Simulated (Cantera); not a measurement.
An adiabatic, constant-volume homogeneous reactor starts with CH₄ : CO : O₂ : N₂ : CO₂ = 1 : 0.048 : 6.53 : 49 : 14 (molar parts), equivalence ratio 0.31, at 1200 K and 5330 Torr.

Cantera simulation using GRI-Mech 3.0 (53 species, 325 reactions); the numbers are that mechanism's predictions, not measurements.

**Question.** Predict: time of steepest temperature rise; temperature at 0.400 s; equilibrium temperature; x(CO) at 0.400 s; x(O₂) at 0.400 s; x(OH) at 0.400 s.

**Answer.** 
```json
{
  "time_of_steepest_temperature_rise": "10.2 ms",
  "temperature at 0.400 s": "1567 K",
  "equilibrium_temperature": "1565 K",
  "x(CO) at 0.400 s": "3.58e-6 (gas-phase equilibrium 3.47e-6)",
  "x(O₂) at 0.400 s": "0.0639 (gas-phase equilibrium 0.0634)",
  "x(OH) at 0.400 s": "3.11e-5 (gas-phase equilibrium 3.05e-5)"
}
```
